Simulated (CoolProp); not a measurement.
p-xylene along the isobar 4.28 MPa: density (kg/m³) from the reference equation and from simpler models built on Tc = 616.2 K, pc = 3.532 MPa, ω = 0.324; each cubic takes its own stable root.

Computed with CoolProp (reference Helmholtz-energy equation of state, Zhou 2012).

```tsv
T (K)	phase	reference
431.1	liquid	740.8
441.3	liquid	730.7
451.6	liquid	720.2
461.8	liquid	709.6
472.1	liquid	698.6
482.3	liquid	687.4
492.6	liquid	675.7
502.8	liquid	663.6
513.1	liquid	651.0
523.4	liquid	637.8
533.6	liquid	624.0
543.9	liquid	609.2
554.1	liquid	593.7
```

**Question.** How far does each simpler model (van der Waals, Redlich-Kwong, Soave-Redlich-Kwong) lie from the reference over these 13 states: mean and median of the absolute difference, and the worst?

**Answer.** 
- van der Waals: mean 40.7 %, median 40.7 %, worst -41.4 % at 431.1 K and 4.28 MPa
- Redlich-Kwong: mean 17.6 %, median 17.4 %, worst -19.8 % at 554.1 K and 4.28 MPa
- Soave-Redlich-Kwong: mean 13.6 %, median 13.3 %, worst -15.9 % at 554.1 K and 4.28 MPa
